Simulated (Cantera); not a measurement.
A perfectly stirred reactor is fed with CH4 : O2 : N2 = 1 : 2.63 : 9.89 (molar parts), equivalence ratio 0.76, at 9750 Torr; it is adiabatic with a 750 K inlet, and is followed from long to short residence time, starting on the burning branch (τ in s: 0.026, 0.009, 0.0031, 0.001, 0.00035, 0.00012, 4.1e-05, 1.4e-05, 4.8e-06).

Detailed kinetics in Cantera: GRI-Mech 3.0 (53 species, 325 reactions). The pressure lies above the range GRI-Mech 3.0 was tuned for (to about 10 atm).

Q: What does this change do: inlet temperature 750 to 525 K?

A: 
```tsv
quantity	before	after
blow-out, bracketed by the residence times tried	burning at 14.0 µs, out at 4.80 µs	burning at 41.0 µs, out at 14.0 µs
x(CH4) at τ = 26.0 ms	1.26e-6	2.89e-6
x(O2) at τ = 26.0 ms	0.0450	0.0462
x(CH3) at τ = 26.0 ms	5.36e-7	1.01e-6
x(C2H2) at τ = 26.0 ms	3.79e-11	3.19e-10
x(NO2) at τ = 26.0 ms	5.33e-6	1.23e-6
x(CH4) at τ = 0.350 ms	6.35e-5	0.000109
x(O2) at τ = 0.350 ms	0.0475	0.0480
x(CH3) at τ = 0.350 ms	2.63e-5	3.64e-5
x(C2H2) at τ = 0.350 ms	5.43e-8	1.62e-7
x(NO2) at τ = 0.350 ms	4.47e-7	2.14e-7
```
